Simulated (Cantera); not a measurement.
Cantera run:

```python
import numpy as np
import cantera as ct

gas_names = """
    CL CLO CL2 Fe FeCL FeCL2 FeCL3 FeO Fe(OH)2 Fe2CL4 Fe2CL6 H HCL HOCL HO2 H2 H2O H2O2 O OH O2 O3
""".split()
cond_names = """
    Fe(a) Fe(c) Fe(d) Fe(L) FeCL2(s) FeCL2(L) FeCL3(s) FeCL3(L) FeO(s) FeO(L) Fe(OH)2(s) Fe(OH)3(s)
    Fe2O3(s) Fe3O4(s) H2O(s) H2O(L)
""".split()


def load(file, names, dense=False):
    # The tables refer to 1 bar. Condensed volumes are neglected.
    table = {s.name: s for s in ct.Species.list_from_file(file)}
    out = []
    for n in names:
        d = dict(table[n].input_data)
        d["thermo"] = dict(d["thermo"], **{"reference-pressure": 1e5})
        if dense:
            d["equation-of-state"] = {"model": "constant-volume", "density": "1e6 g/cm^3"}
        out.append(ct.Species.from_dict(d))
    return out


gas = ct.Solution(thermo="ideal-gas", species=load("nasa_gas.yaml", gas_names))
cond = {s.name: ct.Solution(thermo="fixed-stoichiometry", species=[s], name=s.name)
        for s in load("nasa_condensed.yaml", cond_names, dense=True)}
atoms = {
    'Fe2O3': {'Fe': 2, 'O': 3},
    'Cl2': {'CL': 2},
    'H2': {'H': 2},
}
top_T = {'Fe2O3(s)': 1830, 'Fe3O4(s)': 1870}  # K; cautious upper limits of use, not melting points


def equilibrate(T, P, feed):
    n = {}
    for name, mol in feed.items():
        for a, k in atoms[name].items():
            n[a] = n.get(a, 0.0) + k * mol
    gas.TPX = T, P, n
    mass = sum(n.values()) * gas.mean_molecular_weight
    gas.equilibrate("TP")
    valid = [c for c in cond.values() if c.min_temp <= T <= top_T.get(c.name, c.max_temp)]
    mix = ct.Mixture([(gas, mass / gas.mean_molecular_weight)] + [(c, 0.0) for c in valid])
    mix.T, mix.P = T, P
    mix.equilibrate("TP", solver="vcs", rtol=1e-11, max_steps=5000)
    return mix


results = []
feed = {'Fe2O3': 1, 'Cl2': 3, 'H2': 1}  # mol
T = 725  # K
P = 6.6  # Pa
mix = equilibrate(T, P, feed)
results.append((T, P, feed, dict(zip(mix.species_names, mix.species_moles))))
print(gas.report(threshold=0.0001))
for i in range(1, mix.n_phases):
    print(f"{mix.phase(i).name:16s} {mix.phase_moles(i):12.5e} mol")
```

Result:

```
       temperature   725 K
          pressure   6.6 Pa
           density   5.8952e-05 kg/m^3
  mean mol. weight   53.842 kg/kmol
   phase of matter   gas

                          1 kg             1 kmol
                     ---------------   ---------------
          enthalpy       -6.0806e+05       -3.2739e+07  J
   internal energy       -7.2002e+05       -3.8767e+07  J
           entropy              5949        3.2031e+05  J/K
    Gibbs function       -4.9211e+06       -2.6496e+08  J
 heat capacity c_p            624.25             33611  J/K
 heat capacity c_v            469.83             25297  J/K

                      mass frac. Y      mole frac. X     chem. pot. / RT
                     ---------------   ---------------   ---------------
                CL        7.8383e-05        0.00011905           -19.214
               CL2           0.65474           0.49722           -38.428
             FeCL3         0.0066489         0.0022072           -102.01
               HCL            0.3375           0.49842           -49.169
               H2O        0.00024218        0.00072382            -80.93
                O2        0.00077292         0.0013006           -42.039
     [  +16 minor]        2.2789e-05        9.1414e-06

Fe(a)             0.00000e+00 mol
FeCL2(s)          0.00000e+00 mol
FeCL3(L)          0.00000e+00 mol
FeO(s)            0.00000e+00 mol
Fe(OH)2(s)        0.00000e+00 mol
Fe(OH)3(s)        0.00000e+00 mol
Fe2O3(s)          9.95566e-01 mol
Fe3O4(s)          0.00000e+00 mol
```

These are equilibrium values from Cantera (NASA tables, ideal gas, pure condensed phases), not measurements of a reactor. Condensed phases not in the tables: FeOCl.
